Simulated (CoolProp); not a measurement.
Properties of R1234ze(E) along the isotherm 420 K.

The numbers come from the reference Helmholtz-energy equation of state, Thol 2016 in CoolProp.

| p (MPa) | phase | density (kg/m³) | cp (kJ/(kg K)) | Joule-Thomson coefficient (K/MPa) | viscosity (µPa s) |
|---|---|---|---|---|---|
| 0.606 | gas | 20.69 | 1.082 | 7.470 | 17.3 |
| 1.21 | gas | 43.33 | 1.116 | 7.773 | 17.5 |
| 1.82 | gas | 68.74 | 1.159 | 8.113 | 17.7 |
| 2.42 | gas | 96.90 | 1.216 | 8.481 | 18.0 |
| 3.03 | gas | 129.8 | 1.295 | 8.881 | 18.6 |
| 3.63 | gas | 167.9 | 1.407 | 9.268 | 19.5 |
| 4.24 | supercritical | 215.0 | 1.577 | 9.571 | 20.9 |
| 4.85 | supercritical | 274.4 | 1.837 | 9.581 | 23.2 |
| 5.45 | supercritical | 348.5 | 2.182 | 8.960 | 27.0 |

Viscosity comes from a separate model (Bell 2016), an estimate that may be off by 10 % or more.
